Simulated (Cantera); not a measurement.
Stirred combustor or abatement burner

A perfectly stirred reactor is fed with CO : H₂ : O₂ : N₂ : H₂O = 1 : 0.097 : 0.653 : 2.35 : 0.012 (molar parts), at 2.30 bar; it is adiabatic with a 350 K inlet, and is followed from long to short residence time, starting on the burning branch (τ in s: 0.025, 0.012, 0.0063, 0.0031, 0.0016, 0.00079, 0.00039, 0.0002, 9.9e-05, 4.9e-05, 2.5e-05).

Detailed kinetics in Cantera: GRI-Mech 3.0 (53 species, 325 reactions). The hydrogen kinetics of GRI-Mech 3.0 are dated; newer H2 mechanisms differ, most at raised pressure.

| τ (s) | T (K) | x CO | x H₂ | x O₂ | x CO₂ | x HO₂ | x H₂O | x NO |
|---|---|---|---|---|---|---|---|---|
| 0.025 | 2317 | 0.0213 | 0.000409 | 0.0371 | 0.256 | 1.80e-6 | 0.0282 | 0.00294 |
| 0.012 | 2283 | 0.0261 | 0.000509 | 0.0396 | 0.250 | 2.09e-6 | 0.0278 | 0.00191 |
| 0.0063 | 2238 | 0.0320 | 0.000641 | 0.0426 | 0.243 | 2.65e-6 | 0.0273 | 0.00118 |
| 0.0031 | 2173 | 0.0402 | 0.000835 | 0.0464 | 0.234 | 3.90e-6 | 0.0265 | 0.000621 |
| 0.0016 | 2099 | 0.0488 | 0.00105 | 0.0502 | 0.224 | 5.94e-6 | 0.0257 | 0.000326 |
| 0.00079 | 2009 | 0.0589 | 0.00132 | 0.0545 | 0.212 | 9.44e-6 | 0.0246 | 0.000175 |
| 0.00039 | 1904 | 0.0699 | 0.00160 | 0.0592 | 0.198 | 1.47e-5 | 0.0235 | 0.000111 |
| 0.00020 | 1786 | 0.0822 | 0.00185 | 0.0646 | 0.184 | 2.19e-5 | 0.0223 | 7.85e-5 |
| 9.9e-5 | 1615 | 0.103 | 0.00205 | 0.0751 | 0.159 | 3.56e-5 | 0.0217 | 4.27e-5 |
| 4.9e-5 | 350 | 0.243 | 0.0236 | 0.159 | <1e-12 | <1e-12 | 0.00292 | <1e-12 |
| 2.5e-5 | 350 | 0.243 | 0.0236 | 0.159 | <1e-12 | <1e-12 | 0.00292 | <1e-12 |
x: mole fraction; the columns are a selection and need not sum to one.
